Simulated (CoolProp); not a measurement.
Vapour-liquid equilibrium of n-hexane (1) + o-xylene (2) at 385.4 K; x and y are mole fractions of (1).

Values from CoolProp's multi-fluid Helmholtz-energy mixture model, Thol 2019 and Zhou 2012; pair parameters Bell 2016.

| x | bubble pressure, mixture model (MPa) | bubble pressure, Raoult's law (MPa) | y, mixture model | y, Raoult's law |
|---|---|---|---|---|
| 0.05 | 0.05704 | 0.05449 | 0.330 | 0.306 |
| 0.2 | 0.1059 | 0.09857 | 0.685 | 0.677 |
| 0.35 | 0.1510 | 0.1426 | 0.812 | 0.819 |
| 0.5 | 0.1933 | 0.1867 | 0.881 | 0.893 |
| 0.65 | 0.2342 | 0.2308 | 0.926 | 0.940 |
| 0.8 | 0.2752 | 0.2749 | 0.961 | 0.971 |
| 0.95 | 0.3184 | 0.3189 | 0.991 | 0.994 |

The largest gap from Raoult's law is +7.4 % in bubble pressure, at x = 0.2. No azeotrope shows between x = 0.05 and 0.95.

Pair parameters are fitted to limited data, so mixtures are less certain than the pure fluids.
